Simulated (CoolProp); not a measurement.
Vapour-liquid equilibrium of dimethyl ether (1) + isobutane (2) at 545 kPa; x and y are mole fractions of (1).

Model: multi-fluid Helmholtz-energy mixture model, Wu 2011 and Bücker 2006; pair parameters Bell 2016, in CoolProp.

Give the bubble temperature and the first vapour's composition at x = 0.2, 0.35, 0.8. Is there an azeotrope?

x = 0.2: 305.6 K, y = 0.333; x = 0.35: 301.7 K, y = 0.491; x = 0.8: 296.0 K, y = 0.828. No azeotrope shows between x = 0.05 and 0.95.

The pair parameters rest on a limited set of measurements; away from them the model extrapolates.
